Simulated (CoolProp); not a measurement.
Ammonia along the isotherm 305.4 K: density (kg/m³) from the reference equation and from simpler models built on Tc = 405.6 K, pc = 11.36 MPa, ω = 0.256; each cubic takes its own stable root.

Model: reference Helmholtz-energy equation of state, Gao 2020, in CoolProp.

| p (MPa) | phase | reference | van der Waals | Redlich-Kwong | Soave-Redlich-Kwong | Peng-Robinson |
|---|---|---|---|---|---|---|
| 0.018 | gas | 0.1209 | 0.1208 | 0.1209 | 0.1209 | 0.1209 |
| 0.0303 | gas | 0.2038 | 0.2035 | 0.2036 | 0.2037 | 0.2037 |
| 0.0512 | gas | 0.3451 | 0.3443 | 0.3446 | 0.3447 | 0.3448 |
| 0.0864 | gas | 0.5842 | 0.5820 | 0.5828 | 0.5831 | 0.5834 |
| 0.146 | gas | 0.9930 | 0.9866 | 0.9889 | 0.9898 | 0.9904 |
| 0.246 | gas | 1.690 | 1.671 | 1.678 | 1.680 | 1.682 |
| 0.415 | gas | 2.901 | 2.845 | 2.864 | 2.872 | 2.877 |
| 0.7 | gas | 5.050 | 4.874 | 4.933 | 4.958 | 4.973 |
| 1.18 | gas | 9.053 | 8.453 | 8.640 | 8.721 | 8.769 |
| 1.99 | liquid | 592.7 | 15.05 | 446.7 | 467.6 | 530.1 |
| 3.37 | liquid | 594.1 | 311.8 | 448.7 | 469.1 | 531.6 |
| 5.68 | liquid | 596.4 | 315.8 | 451.9 | 471.4 | 533.9 |

At some of these states van der Waals gives the other phase, because its saturation line lies elsewhere.
